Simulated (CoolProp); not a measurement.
Properties of CHF3 (R23) at several states.

The numbers come from the reference Helmholtz-energy equation of state, Penoncello 2003 in CoolProp.

```csv
T (°C),p (MPa),phase,Z,cp (kJ/(kg K)),cv (kJ/(kg K)),expansivity (1/kK),viscosity (µPa s)
109.75,0.0857,gas,0.9973,0.8510,0.7304,2.638,18.8
130.35,0.346,gas,0.9912,0.8843,0.7593,2.565,19.7
-6.55,0.0134,gas,0.9985,0.6847,0.5651,3.770,13.4
```

Viscosity comes from a separate model (Shan 2000).
